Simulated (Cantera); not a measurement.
Input (Python, Cantera) and output of one run.

```python
import numpy as np
import cantera as ct

gas_names = """
    B BH BH2 BH3 BN B2 H H2 N NH NH2 NH3 N2 N2H2 N2H4
""".split()
cond_names = """
    B(b) B(L) BN(s)
""".split()


def load(file, names, dense=False):
    # The tables refer to 1 bar. Condensed volumes are neglected.
    table = {s.name: s for s in ct.Species.list_from_file(file)}
    out = []
    for n in names:
        d = dict(table[n].input_data)
        d["thermo"] = dict(d["thermo"], **{"reference-pressure": 1e5})
        if dense:
            d["equation-of-state"] = {"model": "constant-volume", "density": "1e6 g/cm^3"}
        out.append(ct.Species.from_dict(d))
    return out


gas = ct.Solution(thermo="ideal-gas", species=load("nasa_gas.yaml", gas_names))
cond = {s.name: ct.Solution(thermo="fixed-stoichiometry", species=[s], name=s.name)
        for s in load("nasa_condensed.yaml", cond_names, dense=True)}
atoms = {
    'borazine': {'B': 3, 'N': 3, 'H': 6},
    'N2': {'N': 2},
}
top_T = {'BN(s)': 3200}  # K; cautious upper limits of use, not melting points


def equilibrate(T, P, feed):
    n = {}
    for name, mol in feed.items():
        for a, k in atoms[name].items():
            n[a] = n.get(a, 0.0) + k * mol
    gas.TPX = T, P, n
    mass = sum(n.values()) * gas.mean_molecular_weight
    gas.equilibrate("TP")
    valid = [c for c in cond.values() if c.min_temp <= T <= top_T.get(c.name, c.max_temp)]
    mix = ct.Mixture([(gas, mass / gas.mean_molecular_weight)] + [(c, 0.0) for c in valid])
    mix.T, mix.P = T, P
    mix.equilibrate("TP", solver="vcs", rtol=1e-11, max_steps=5000)
    return mix


results = []
feed = {'borazine': 1, 'N2': 0.24}  # mol
T = 775  # K
P = 940  # Pa
mix = equilibrate(T, P, feed)
results.append((T, P, feed, dict(zip(mix.species_names, mix.species_moles))))
print(gas.report(threshold=0.0001))
for i in range(1, mix.n_phases):
    print(f"{mix.phase(i).name:16s} {mix.phase_moles(i):12.5e} mol")
```

It prints:

```
       temperature   775 K
          pressure   940 Pa
           density   0.00057503 kg/m^3
  mean mol. weight   3.9418 kg/kmol
   phase of matter   gas

                          1 kg             1 kmol
                     ---------------   ---------------
          enthalpy        3.5467e+06         1.398e+07  J
   internal energy         1.912e+06        7.5367e+06  J
           entropy             51795        2.0417e+05  J/K
    Gibbs function       -3.6595e+07       -1.4425e+08  J
 heat capacity c_p            7524.7             29661  J/K
 heat capacity c_v            5415.4             21347  J/K

                      mass frac. Y      mole frac. X     chem. pot. / RT
                     ---------------   ---------------   ---------------
                H2           0.47355           0.92592           -21.655
                N2           0.52641           0.07407           -31.519
     [  +13 minor]        3.8179e-05        8.8366e-06

B(b)              0.00000e+00 mol
BN(s)             3.00000e+00 mol
```

These are equilibrium values from Cantera (NASA tables, ideal gas, pure condensed phases), not measurements of a reactor. The feed counts by its element totals alone.
